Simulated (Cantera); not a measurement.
A perfectly stirred reactor is fed with H2 : O2 : N2 = 1 : 0.333 : 1.25 (molar parts), equivalence ratio 1.5, at 3.45 atm; it is adiabatic with a 700 K inlet, and is followed from long to short residence time, starting on the burning branch (τ in s: 0.28, 0.098, 0.034, 0.012, 0.004, 0.0014, 0.00048, 0.00017, 5.7e-05, 2e-05, 6.8e-06).

Detailed kinetics in Cantera: GRI-Mech 3.0 (53 species, 325 reactions). The hydrogen kinetics of GRI-Mech 3.0 are dated; newer H2 mechanisms differ, most at raised pressure.

Q: What does this change do: pressure from 3.45 atm to 1.88 atm?

A: 
```csv
quantity,before,after
"blow-out, bracketed by the residence times tried","burning at 6.80 µs, the shortest tried","burning at 6.80 µs, the shortest tried"
x(H2) at τ = 0.280 s,0.147,0.146
x(O2) at τ = 0.280 s,6.07e-5,9.73e-5
x(O) at τ = 0.280 s,7.32e-5,0.000118
x(HO2) at τ = 0.280 s,8.16e-8,9.63e-8
x(NO) at τ = 0.280 s,0.000345,0.000423
x(H2) at τ = 1.40 ms,0.145,0.143
x(O2) at τ = 1.40 ms,0.000299,0.000568
x(O) at τ = 1.40 ms,0.000207,0.000502
x(HO2) at τ = 1.40 ms,3.75e-7,5.71e-7
x(NO) at τ = 1.40 ms,0.000199,0.000200
```

Q: What does this change do: 0.25 parts CO2 added?

A: 
```
quantity                                                                          before                                   after
------------------------------------------------  --------------------------------------  --------------------------------------
blow-out, bracketed by the residence times tried  burning at 6.80 µs, the shortest tried  burning at 6.80 µs, the shortest tried
x(H2) at τ = 0.280 s                                                               0.147                                  0.0764
x(O2) at τ = 0.280 s                                                             6.07e-5                                 2.79e-5
x(O) at τ = 0.280 s                                                              7.32e-5                                 1.32e-5
x(HO2) at τ = 0.280 s                                                            8.16e-8                                 2.37e-8
x(NO) at τ = 0.280 s                                                            0.000345                                0.000119
x(H2) at τ = 1.40 ms                                                               0.145                                  0.0770
x(O2) at τ = 1.40 ms                                                            0.000299                                0.000582
x(O) at τ = 1.40 ms                                                             0.000207                                0.000185
x(HO2) at τ = 1.40 ms                                                            3.75e-7                                 8.21e-7
x(NO) at τ = 1.40 ms                                                            0.000199                                 5.21e-5
```
